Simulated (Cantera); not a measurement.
An adiabatic, constant-pressure homogeneous reactor starts with CO : H2 : CH4 : O2 : N2 = 1 : 0.059 : 0.063 : 0.345 : 1.3 (molar parts), at 1823 K and 200000 Pa. Integrator tolerance rtol = 1e-08.

Computed with Cantera and GRI-Mech 3.0 (53 species, 325 reactions).

Task: What does this change do: N2 1.3 to 1.7 parts?

Result: 
| quantity | before | after |
|---|---|---|
| time of steepest temperature rise | 14.7 µs | 16.6 µs |
| temperature at 0.200 s | 2954 K | 2889 K |
| equilibrium temperature | 2954 K | 2889 K |
| x(CO) at 0.200 s | 0.263 (gas-phase equilibrium 0.263) | 0.223 (gas-phase equilibrium 0.223) |
| x(H2) at 0.200 s | 0.0119 (gas-phase equilibrium 0.0119) | 0.0102 (gas-phase equilibrium 0.0102) |
| x(CH4) at 0.200 s | <1e-12 (gas-phase equilibrium <1e-12) | <1e-12 (gas-phase equilibrium <1e-12) |
| x(CH3) at 0.200 s | <1e-12 (gas-phase equilibrium <1e-12) | <1e-12 (gas-phase equilibrium <1e-12) |
| x(CH2CO) at 0.200 s | <1e-12 (gas-phase equilibrium <1e-12) | <1e-12 (gas-phase equilibrium <1e-12) |
| x(HCN) at 0.200 s | 2.12e-8 (gas-phase equilibrium 2.12e-8) | 1.70e-8 (gas-phase equilibrium 1.70e-8) |

Task: What does this change do: pressure from 200000 Pa to 2900000 Pa?

Result: 
| quantity | before | after |
|---|---|---|
| time of steepest temperature rise | 14.7 µs | 1.68 µs |
| temperature at 0.200 s | 2954 K | 3169 K |
| equilibrium temperature | 2954 K | 3169 K |
| x(CO) at 0.200 s | 0.263 (gas-phase equilibrium 0.263) | 0.250 (gas-phase equilibrium 0.250) |
| x(H2) at 0.200 s | 0.0119 (gas-phase equilibrium 0.0119) | 0.0108 (gas-phase equilibrium 0.0108) |
| x(CH4) at 0.200 s | <1e-12 (gas-phase equilibrium <1e-12) | 1.79e-12 (gas-phase equilibrium 2.20e-12) |
| x(CH3) at 0.200 s | <1e-12 (gas-phase equilibrium <1e-12) | 1.25e-11 (gas-phase equilibrium 1.54e-11) |
| x(CH2CO) at 0.200 s | <1e-12 (gas-phase equilibrium <1e-12) | <1e-12 (gas-phase equilibrium <1e-12) |
| x(HCN) at 0.200 s | 2.12e-8 (gas-phase equilibrium 2.12e-8) | 2.23e-7 (gas-phase equilibrium 2.23e-7) |
The pressure lies above the range GRI-Mech 3.0 was tuned for (to about 10 atm). Above 3000 K some thermodynamic fits are extrapolated.
